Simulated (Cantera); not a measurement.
Input: 1 mol TEOS, 19 mol CO2, at 113 Torr.

These are equilibrium values from Cantera (NASA tables, ideal gas, pure condensed phases), not measurements of a reactor. Candidate condensed phases: C, C6H6, C7H8, C8H18, H2O, Si, SiC, SiO2; 123 gas species. The feed counts by its element totals alone. The tables hold silica as quartz up to 1696 K and as liquid above; real silica turns to tridymite and cristobalite and melts near 1996 K. Gases not in the tables: Si(OH)4. Kinetics and transport are ignored.

log p: log10 of the partial pressure in bar; n: condensed amount in mol.

```tsv
T (°C)	log p CO2	log p CO	log p H2O	log p H2	log p CH4	log p H	log p OH	n C(graphite)	n SiO2(α-quartz)	n SiO2(β-quartz)	n SiO2(condensed)
252	-1.03	-4.48	-1.28	-2.78	-2.57	<-12	<-12	11.0	1.00	0	0
352	-1.03	-3.09	-1.35	-2.10	-2.52	<-12	<-12	10.2	1.00	0	0
452	-1.05	-2.10	-1.52	-1.70	-2.69	<-12	<-12	8.68	1.00	0	0
552	-1.18	-1.42	-1.84	-1.52	-3.09	-11.86	<-12	4.26	1.00	0	0
652	-1.37	-1.18	-2.01	-1.51	-4.18	-10.34	<-12	0	0	1.00	0
752	-1.40	-1.16	-1.90	-1.55	-5.63	-9.14	[?]	0	0	1.00	0
852	-1.42	-1.14	-1.83	-1.59	-6.82	-8.15	[?]	0	0	1.00	0
952	-1.45	-1.13	-1.77	-1.63	-7.83	-7.32	[?]	0	0	1.00	0
1052	-1.47	-1.12	-1.73	-1.66	-8.68	-6.62	[?]	0	0	1.00	0
1152	-1.48	-1.12	-1.70	-1.69	-9.42	-6.01	[?]	0	0	1.00	0
1252	-1.50	-1.11	-1.67	-1.71	-10.05	-5.48	[?]	0	0	1.000	0
1352	-1.51	-1.10	-1.65	-1.74	-10.61	-5.02	[?]	0	0	1.000	0
1452	-1.53	-1.10	-1.64	-1.76	-11.10	-4.61	[?]	0	0	0	1.000
1552	-1.54	-1.09	-1.63	-1.77	-11.54	-4.24	[?]	0	0	0	0.999
```

Problem. Fill in the missing entries.

Solution. 
- 752, log p OH: -12.06
- 852, log p OH: -10.67
- 952, log p OH: -9.51
- 1052, log p OH: -8.52
- 1152, log p OH: -7.68
- 1252, log p OH: -6.95
- 1352, log p OH: -6.31
- 1452, log p OH: -5.75
- 1552, log p OH: -5.25
